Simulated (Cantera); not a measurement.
Input: 1 mol CO2, 0.071 mol H2O, equilibrated at 2000 K and 1.00 bar.

These are equilibrium values from Cantera (NASA tables, ideal gas, pure condensed phases), not measurements of a reactor. The numbers say what is thermodynamically allowed, not how fast it happens.

```json
[
 {"species": "H2O", "before": "0.0652", "after": "0.837"},
 {"species": "CO2", "before": "0.912", "after": "0.150"},
 {"species": "H2", "before": "0.000224", "after": "0.00420"},
 {"species": "CO", "before": "0.0143", "after": "0.00344"},
 {"species": "H", "before": "2.43e-5", "after": "0.000105"},
 {"species": "OH", "before": "0.000708", "after": "0.00210"},
 {"species": "O2", "before": "0.00708", "after": "0.00330"},
 {"species": "O", "before": "5.63e-5", "after": "3.85e-5"}
]
```
Gas species are given as mole fractions.

### Question
Which change was made?
(A) H2O from 0.071 to 5.5 mol
(B) temperature from 2000 K to 3273 K
(C) temperature from 2000 K to 750 K
(D) temperature from 2000 K to 923 K

### Answer
A, H2O from 0.071 to 5.5 mol
